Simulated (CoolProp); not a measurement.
Vapour-liquid equilibrium of R134a (1) + R236FA (2) at 780 kPa; x and y are mole fractions of (1).

The numbers come from the multi-fluid Helmholtz-energy mixture model, Tillner-Roth 1994 and Pan 2012; pair parameters Bell 2016 in CoolProp.

Problem. Give the bubble temperature and the first vapour's composition at x = 0.275, 0.875, 0.95. Is there an azeotrope?

Solution. x = 0.275: 323.9 K, y = 0.415; x = 0.875: 306.5 K, y = 0.935; x = 0.95: 304.7 K, y = 0.975. No azeotrope shows between x = 0.05 and 0.95.

The pair parameters rest on a limited set of measurements; away from them the model extrapolates.
